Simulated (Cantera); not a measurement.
## Low-pressure radical oxidation in H2/O2

An isothermal, constant-pressure homogeneous reactor starts with 7.31 % H2, 92.7 % O2, equivalence ratio 0.039, at 1275 K and 280 Pa.

Cantera simulation using the H2/O2 subset of GRI-Mech 3.0, which has no nitrogen chemistry; the numbers are that mechanism's predictions, not measurements. Radical loss at walls, strong at low pressure, is not modelled. The temperature is held fixed by assumption; the heat of reaction is taken as removed at once.

```
t (s)         x H2   x O2       x O    x HO2      x OH
--------  --------  -----  --------  -------  --------
0.000700    0.0731  0.927   4.58e-8  3.47e-8   3.44e-8
0.00163     0.0731  0.927   5.32e-7  8.12e-8   3.80e-7
0.00382     0.0729  0.927   8.90e-5  2.18e-7   6.31e-5
0.00891    0.00398  0.874    0.0410  8.38e-7   0.00774
0.0208     0.00166  0.870    0.0468  7.79e-7   0.00589
0.0485     0.00161  0.872    0.0453  7.77e-7   0.00581
0.113      0.00150  0.876    0.0418  7.70e-7   0.00563
0.265      0.00129  0.884    0.0348  7.51e-7   0.00523
0.618     0.000897  0.897    0.0235  6.91e-7   0.00440
1.44      0.000430  0.912    0.0109  5.43e-7   0.00307
3.37      0.000130  0.920   0.00323  3.11e-7   0.00170
7.86       2.99e-5  0.923  0.000737  1.24e-7  0.000814
18.3       6.71e-6  0.924  0.000165  4.08e-8  0.000386
42.8       1.69e-6  0.924   4.17e-5  1.57e-8  0.000194
100        4.99e-7  0.924   1.23e-5  1.10e-8  0.000105
```
x: mole fraction; the columns are a selection and need not sum to one.

Equilibrium at this temperature and pressure: H2 8.29e-8, O2 0.924, O 2.04e-6, HO2 1.79e-8, OH 4.30e-5 (gas phase only).
